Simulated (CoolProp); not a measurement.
A single-stage vapour-compression cycle with dimethyl ether: evaporating at 328.15 K (dew point), condensing at 355.15 K (bubble point), superheat 10 K, subcooling 5 K, compressor efficiency 0.75, no pressure losses. Each further row changes one setting.

Model: reference Helmholtz-energy equation of state, Wu 2011, in CoolProp.

| case | cooling COP | pressure ratio | discharge temperature (K) | refrigerating effect (kJ/kg) | volumetric capacity (kJ/m³) |
|---|---|---|---|---|---|
| as stated | 7.83 | 1.80 | 373.5 | 310 | 7930 |
| evaporating temperature 333.15 K | 9.94 | 1.60 | 371.9 | 314 | 9050 |
| condensing temperature 350.15 K | 9.91 | 1.63 | 367.1 | 324 | 8290 |
| subcooling 10 K | 8.20 | 1.80 | 373.5 | 324 | 8290 |
| superheat 20 K | 7.86 | 1.80 | 383.4 | 329 | 7990 |
| compressor efficiency 0.65 | 6.79 | 1.80 | 376.3 | 310 | 7930 |
